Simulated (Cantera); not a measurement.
Input (Python, Cantera):

```python
import numpy as np
import cantera as ct

gas = ct.Solution("gri30.yaml")
gas.TPX = 1048, 500000, {'CH4': 1, 'O2': 2.86, 'N2': 10.7}
reactor = ct.IdealGasConstPressureReactor(gas, energy="on", clone=False)
net = ct.ReactorNet([reactor])
net.rtol, net.atol = 1e-08, 1e-16
show = ['CH4', 'O2', 'H', 'NO', 'H2', 'HCO', 'CH2']
times = np.geomspace(2e-06, 9, 14)

steps = ct.SolutionArray(gas, extra=["t"])
rows = []
print(f"{'t/s':>10s}{'T/K':>9s}{'P/Pa':>11s}" + "".join(f"{s:>11s}" for s in show))
for t in times:
    while net.time < t:
        t_next = net.step()
        steps.append(gas.state, t=t_next)
    rows.append([np.interp(t, steps.t, y) for y in (steps.T, steps.P, *steps(*show).X.T)])
    print(f"{t:10.3e}{rows[-1][0]:9.1f}{rows[-1][1]:11.4g}" + "".join(f"{x:11.3e}" for x in rows[-1][2:]))
rate = np.gradient(steps.T, steps.t)
print("integrator steps:", len(steps.t))
if steps.T.max() > steps.T[0] + 200:
    print(f"time of steepest temperature rise: {steps.t[rate.argmax()]:.4e} s")
gas.TPX = 1048, 500000, {'CH4': 1, 'O2': 2.86, 'N2': 10.7}
gas.equilibrate("HP")
print(f"equilibrium (HP): T = {gas.T:.1f} K  " + "  ".join(f"{s} {gas[s].X[0]:.3e}" for s in show))
```

It prints:

```
       t/s      T/K       P/Pa        CH4         O2          H         NO         H2        HCO        CH2
 2.000e-06   1048.0      5e+05  6.868e-02  1.964e-01  1.705e-14  2.677e-26  2.875e-14  1.509e-20  2.391e-22
 6.499e-06   1048.0      5e+05  6.868e-02  1.964e-01  3.112e-14  3.300e-25  1.501e-13  1.628e-19  2.652e-21
 2.112e-05   1048.0      5e+05  6.868e-02  1.964e-01  7.808e-14  3.631e-24  1.040e-12  1.732e-18  2.865e-20
 6.861e-05   1048.0      5e+05  6.868e-02  1.964e-01  2.442e-13  3.955e-23  9.534e-12  1.875e-17  3.198e-19
 2.229e-04   1048.0      5e+05  6.868e-02  1.964e-01  9.353e-13  4.422e-22  1.080e-10  2.123e-16  3.952e-18
 7.244e-04   1048.0      5e+05  6.868e-02  1.964e-01  5.062e-12  5.666e-21  1.641e-09  2.853e-15  6.696e-17
 2.354e-03   1048.0      5e+05  6.868e-02  1.964e-01  3.842e-11  1.098e-19  3.777e-08  5.967e-14  1.576e-15
 7.648e-03   1048.1      5e+05  6.867e-02  1.964e-01  1.107e-10  1.627e-18  5.155e-07  7.529e-13  6.098e-15
 2.485e-02   1048.7      5e+05  6.857e-02  1.963e-01  4.385e-10  1.738e-17  5.269e-06  6.830e-12  2.470e-14
 8.074e-02   2397.6      5e+05  1.351e-18  5.640e-02  2.118e-04  4.663e-03  8.936e-04  4.589e-10  2.033e-18
 2.624e-01   2389.3      5e+05  1.265e-18  5.418e-02  2.013e-04  9.189e-03  8.736e-04  4.303e-10  1.784e-18
 8.525e-01   2389.3      5e+05  1.265e-18  5.418e-02  2.013e-04  9.189e-03  8.736e-04  4.303e-10  1.784e-18
 2.770e+00   2389.3      5e+05  1.265e-18  5.418e-02  2.013e-04  9.189e-03  8.736e-04  4.303e-10  1.784e-18
 9.000e+00   2389.3      5e+05  1.265e-18  5.418e-02  2.013e-04  9.189e-03  8.736e-04  4.303e-10  1.784e-18
integrator steps: 2491
time of steepest temperature rise: 7.1079e-02 s
equilibrium (HP): T = 2389.3 K  CH4 1.839e-18  O2 5.418e-02  H 2.013e-04  NO 9.189e-03  H2 8.736e-04  HCO 4.303e-10  CH2 2.789e-18
```

Model: GRI-Mech 3.0 (53 species, 325 reactions), integrated in Cantera.
